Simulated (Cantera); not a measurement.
What does this Cantera script print?

```python
import numpy as np
import cantera as ct

gas_names = """
    CL CL2 H HCL H2 Si SiCL SiCL2 SiCL3 SiCL4 SiH SiHCL3 SiH2 SiH2CL2 SiH3 SiH3CL SiH4 Si2 Si3
""".split()
cond_names = """
    Si(cr) Si(L)
""".split()


# ... load() reads the species with a 1 bar reference pressure and builds the phases ...
atoms = {
    'SiCl4': {'Si': 1, 'CL': 4},
    'Cl2': {'CL': 2},
    'H2': {'H': 2},
}
top_T = {}  # K; cautious upper limits of use, not melting points


# ... equilibrate(T, P, feed) seeds the gas with the atoms and calls Mixture.equilibrate('TP', solver="vcs", rtol=1e-11, max_steps=5000) ...
results = []
T = 1250  # K
P = 130000  # Pa
for m in [0.024, 0.034, 0.048, 0.068, 0.095, 0.13, 0.19, 0.27, 0.37, 0.53, 0.74]:
    feed = {'SiCl4': 1, 'Cl2': m, 'H2': 24}  # mol
    mix = equilibrate(T, P, feed)
    results.append((T, P, feed, dict(zip(mix.species_names, mix.species_moles))))

top = {s: max(r[3][s] / sum(r[3][g] for g in gas_names) for r in results) for s in gas_names}
cols = sorted((s for s in top if top[s] > 1e-05), key=lambda s: -top[s])[:7]
seen = [c for c in cond_names if any(r[3].get(c, 0) > 1e-12 for r in results)]
print("log10 of partial pressures in bar; condensed amounts in mol")
print(f"{'n(Cl2)':>10s}" + "".join(f"{s[:9]:>10s}" for s in cols + seen))
for T, P, feed, n in results:
    ng = sum(n[g] for g in gas_names)
    print(f"{feed['Cl2']:10.4g}" + "".join(f"{np.log10(max(n[s] / ng * P / 1e5, 1e-99)):10.3f}" for s in cols)
          + "".join(f"{n.get(c, 0):10.4g}" for c in seen))
```

It prints:

```
log10 of partial pressures in bar; condensed amounts in mol
    n(Cl2)        H2       HCL     SiCL4    SiHCL3     SiCL2     SiCL3   SiH2CL2    Si(cr)
     0.024     0.080    -1.317    -1.692    -1.743    -2.314    -2.431    -2.661   0.04659
     0.034     0.080    -1.317    -1.689    -1.741    -2.313    -2.429    -2.659   0.04122
     0.048     0.080    -1.316    -1.685    -1.738    -2.311    -2.425    -2.658   0.03369
     0.068     0.080    -1.315    -1.680    -1.734    -2.308    -2.421    -2.655   0.02294
     0.095     0.079    -1.313    -1.672    -1.729    -2.304    -2.415    -2.651  0.008424
      0.13     0.079    -1.300    -1.659    -1.729    -2.317    -2.416    -2.665         0
      0.19     0.077    -1.266    -1.636    -1.741    -2.363    -2.427    -2.712         0
      0.27     0.075    -1.223    -1.608    -1.758    -2.423    -2.443    -2.774         0
      0.37     0.073    -1.173    -1.578    -1.781    -2.496    -2.464    -2.850         0
      0.53     0.068    -1.101    -1.540    -1.819    -2.607    -2.501    -2.965         0
      0.74     0.062    -1.017    -1.502    -1.871    -2.742    -2.549    -3.107         0
```

Cantera equilibrium calculation (NASA polynomials, part measured and part estimated; ideal gas, pure solids and liquids). The tables' values for SiCl3 are old estimates; treat these amounts as uncertain.
